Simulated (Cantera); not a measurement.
A closed system holds: 1 mol B, 0.29 mol H2O, at 15.0 Pa.

Method: chemical equilibrium by Gibbs-energy minimisation in Cantera with the NASA 1993 tables (ideal gas, pure condensed phases). Candidate condensed phases: B, B2O3, B3O3H3, H2O; 23 gas species. The tables' values for BH2 are old estimates; treat these amounts as uncertain. Rates play no part.

Problem. At 1898 K, list the 5 most abundant gas species with their mole fractions, and the condensed phases.

Solution. H2 0.494, BO 0.200, HBO 0.137, B2O2 0.121, H 0.0448. Condensed: B(s).
